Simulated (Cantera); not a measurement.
Cantera run:

```python
import numpy as np
import cantera as ct

gas_names = """
    F F2 H HF H2 H2F2 H3F3 H4F4 H5F5 H6F6 H7F7 Si SiF SiF2 SiF3 SiF4 SiH SiHF3 SiH2 SiH2F2 SiH3 SiH3F
    SiH4 Si2 Si3
""".split()
cond_names = """
    Si(cr) Si(L)
""".split()


# ... load() reads the species with a 1 bar reference pressure and builds the phases ...
atoms = {
    'Si': {'Si': 1},
    'HF': {'H': 1, 'F': 1},
}
top_T = {}  # K; cautious upper limits of use, not melting points


# ... equilibrate(T, P, feed) seeds the gas with the atoms and calls Mixture.equilibrate('TP', solver="vcs", rtol=1e-11, max_steps=5000) ...
results = []
feed = {'Si': 1, 'HF': 17}  # mol
T = 925  # K
P = 1000  # Pa
mix = equilibrate(T, P, feed)
results.append((T, P, feed, dict(zip(mix.species_names, mix.species_moles))))
print(gas.report(threshold=1e-06))
for i in range(1, mix.n_phases):
    print(f"{mix.phase(i).name:16s} {mix.phase_moles(i):12.5e} mol")
```

Output:

```
       temperature   925 K
          pressure   1000 Pa
           density   0.0029921 kg/m^3
  mean mol. weight   23.012 kg/kmol
   phase of matter   gas

                          1 kg             1 kmol
                     ---------------   ---------------
          enthalpy       -1.3103e+07       -3.0152e+08  J
   internal energy       -1.3437e+07       -3.0921e+08  J
           entropy             11122        2.5593e+05  J/K
    Gibbs function        -2.339e+07       -5.3826e+08  J
 heat capacity c_p            1494.6             34393  J/K
 heat capacity c_v            1133.3             26079  J/K

                      mass frac. Y      mole frac. X     chem. pot. / RT
                     ---------------   ---------------   ---------------
                HF           0.70638            0.8125           -62.748
                H2          0.010951             0.125               -24
              SiF4           0.28267            0.0625           -256.07
     [  +22 minor]        6.2233e-07        3.5215e-07

Si(cr)            0.00000e+00 mol
```

These are equilibrium values from Cantera (NASA tables, ideal gas, pure condensed phases), not measurements of a reactor.
